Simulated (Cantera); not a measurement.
A Cantera script and what it prints.

```python
import numpy as np
import cantera as ct

gas_names = """
    CL CL2 H HCL H2 Si SiCL SiCL2 SiCL3 SiCL4 SiH SiHCL3 SiH2 SiH2CL2 SiH3 SiH3CL SiH4 Si2 Si3
""".split()
cond_names = """
    Si(cr) Si(L)
""".split()


# ... load() reads the species with a 1 bar reference pressure and builds the phases ...
atoms = {
    'SiCl4': {'Si': 1, 'CL': 4},
    'Cl2': {'CL': 2},
    'H2': {'H': 2},
    'HCl': {'H': 1, 'CL': 1},
}
top_T = {}  # K; cautious upper limits of use, not melting points


# ... equilibrate(T, P, feed) seeds the gas with the atoms and calls Mixture.equilibrate('TP', solver="vcs", rtol=1e-11, max_steps=5000) ...
results = []
feed = {'SiCl4': 1, 'Cl2': 1.2, 'H2': 5.2, 'HCl': 0.78}  # mol
T = 1373  # K
P = 740000  # Pa
mix = equilibrate(T, P, feed)
results.append((T, P, feed, dict(zip(mix.species_names, mix.species_moles))))
print(gas.report(threshold=0.0001))
for i in range(1, mix.n_phases):
    print(f"{mix.phase(i).name:16s} {mix.phase_moles(i):12.5e} mol")
```

Result:

```
       temperature   1373 K
          pressure   7.4e+05 Pa
           density   2.3254 kg/m^3
  mean mol. weight   35.873 kg/kmol
   phase of matter   gas

                          1 kg             1 kmol
                     ---------------   ---------------
          enthalpy       -2.0473e+06       -7.3443e+07  J
   internal energy       -2.3655e+06       -8.4859e+07  J
           entropy            6360.9        2.2819e+05  J/K
    Gibbs function       -1.0781e+07       -3.8674e+08  J
 heat capacity c_p            1158.5             41559  J/K
 heat capacity c_v            926.72             33244  J/K

                      mass frac. Y      mole frac. X     chem. pot. / RT
                     ---------------   ---------------   ---------------
               HCL           0.40627           0.39976           -32.143
                H2          0.026873           0.47818           -17.085
             SiCL2        0.00071784        0.00026015           -59.785
             SiCL3          0.009357         0.0024969           -83.386
             SiCL4           0.52485           0.11083           -106.99
            SiHCL3           0.03166         0.0083854           -91.928
     [  +13 minor]        0.00026549        9.5619e-05

Si(cr)            0.00000e+00 mol
```

Cantera equilibrium calculation (NASA polynomials, part measured and part estimated; ideal gas, pure solids and liquids). The tables' values for SiCl3 are old estimates; treat these amounts as uncertain.
